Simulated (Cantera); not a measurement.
Charge: 1 mol MgO, 0.29 mol SO3, 0.47 mol CO2, equilibrated at 0.100 bar.

Cantera equilibrium calculation (NASA polynomials, part measured and part estimated; ideal gas, pure solids and liquids). Candidate condensed phases: C, Mg, MgCO3, MgO, MgS, MgSO4, S; 26 gas species. Equilibrium is a limit: real reactors are often held back by kinetics, nucleation or transport.

**Question.** At 627 °C, list the 3 most abundant gas species with their mole fractions, and the condensed phases.

**Answer.** CO2 1.000, SO2 8.78e-5, O2 4.39e-5. Condensed: MgO(s) + MgSO4(s).
